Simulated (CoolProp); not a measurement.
The fluid at 535.58 K and 6.45 MPa flows at 0.81 m/s in a round tube of 2 mm bore and 1.5 µm roughness, fully developed (64/Re and Nu = 3.66 if laminar; Colebrook and Gnielinski if turbulent). The same conditions are run with several fluids, on thermodynamics alone (safety and materials aside).

Computed with CoolProp (reference Helmholtz-energy equation of state of each fluid (benzene: Thol 2012; o-xylene: Zhou 2012; m-xylene: Zhou 2012; n-decane: Lemmon 2006; toluene: Lemmon 2006)).

```
fluid     Reynolds number  Darcy friction factor  pressure drop (Pa/m)  heat-transfer coefficient (W/(m² K))  mass flow (kg/h)
--------  ---------------  ---------------------  --------------------  ------------------------------------  ----------------
benzene             11700                 0.0308                  2870                                  2520              5.20
o-xylene             7950                 0.0339                  3650                                  2210              6.02
m-xylene             9390                 0.0325                  3370                                  2370              5.80
n-decane             6740                 0.0353                  3120                                  2030              4.94
toluene              9610                 0.0323                  3230                                  2380              5.58
```

Transport values come from each fluid's own correlations.
